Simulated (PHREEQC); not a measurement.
A made-up water analysis in mg/kgw, 25 °C, pH 2.79, pe 12.8:

```json
[
 {"constituent": "Na", "mg/kgw": "252"},
 {"constituent": "K", "mg/kgw": "28"},
 {"constituent": "Ca", "mg/kgw": "343"},
 {"constituent": "Mg", "mg/kgw": "286"},
 {"constituent": "Cl", "mg/kgw": "516"},
 {"constituent": "S(6) as SO4", "mg/kgw": "1900"},
 {"constituent": "Zn", "mg/kgw": "105"},
 {"constituent": "Sr", "mg/kgw": "2.04"}
]
```

Valence states are taken as typed.

Equilibrium calculation in PHREEQC: ion-association model, phreeqc.dat.

### Question
The ionic strength comes out as 0.0681 mol/kgw. What activity coefficients do SO4-2, Zn+2, Mg+2, Zn(SO4)2-2, ZnCl+ get?

### Answer
SO4-2 0.42, Zn+2 0.42, Mg+2 0.45, Zn(SO4)2-2 0.42, ZnCl+ 0.80.

Precipitation was switched off in this run.
